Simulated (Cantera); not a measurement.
What does this Cantera script print?

```python
import numpy as np
import cantera as ct

gas_names = """
    Ca CaCL CaCL2 Ca2 CL CL2 H HCL H2 N NH NH2 NH3 N2 N2H2 N2H4
""".split()
cond_names = """
    Ca(a) Ca(b) Ca(L) CaCL2(s) CaCL2(L) NH4CL(a) NH4CL(b)
""".split()


# ... load() reads the species with a 1 bar reference pressure and builds the phases ...
atoms = {
    'CaCl2': {'Ca': 1, 'CL': 2},
    'HCl': {'H': 1, 'CL': 1},
    'N2': {'N': 2},
}
top_T = {}  # K; cautious upper limits of use, not melting points


# ... equilibrate(T, P, feed) seeds the gas with the atoms and calls Mixture.equilibrate('TP', solver="vcs", rtol=1e-11, max_steps=5000) ...
results = []
feed = {'CaCl2': 1, 'HCl': 0.043, 'N2': 280}  # mol
T = 1948.15  # K
for P in [0.1, 1, 10, 100, 1000, 10000, 100000]:
    mix = equilibrate(T, P, feed)
    results.append((T, P, feed, dict(zip(mix.species_names, mix.species_moles))))

top = {s: max(r[3][s] / sum(r[3][g] for g in gas_names) for r in results) for s in gas_names}
cols = sorted((s for s in top if top[s] > 1e-06), key=lambda s: -top[s])[:7]
seen = [c for c in cond_names if any(r[3].get(c, 0) > 1e-12 for r in results)]
print("log10 of partial pressures in bar; condensed amounts in mol")
print(f"{'P/Pa':>10s}" + "".join(f"{s[:9]:>10s}" for s in cols + seen))
for T, P, feed, n in results:
    ng = sum(n[g] for g in gas_names)
    print(f"{P:10.4g}" + "".join(f"{np.log10(max(n[s] / ng * P / 1e5, 1e-99)):10.3f}" for s in cols)
          + "".join(f"{n.get(c, 0):10.4g}" for c in seen))
```

Result:

```
log10 of partial pressures in bar; condensed amounts in mol
      P/Pa        N2        CL     CaCL2        Ca      CaCL         H       HCL
       0.1    -6.005    -8.146   -11.256    -8.460   -10.214    -9.822   -11.950
         1    -5.004    -7.212    -8.483    -7.555    -8.375    -8.846   -10.040
        10    -4.003    -6.584    -6.698    -7.027    -7.218    -7.927    -8.493
       100    -3.002    -6.123    -5.514    -6.765    -6.495    -7.097    -7.202
      1000    -2.002    -5.648    -4.466    -6.666    -5.923    -6.412    -6.042
     1e+04    -1.002    -5.098    -3.453    -6.753    -5.459    -5.873    -4.953
     1e+05    -0.002    -4.476    -2.450    -6.994    -5.078    -5.434    -3.892
```

Method: chemical equilibrium by Gibbs-energy minimisation in Cantera with the NASA 1993 tables (ideal gas, pure condensed phases).
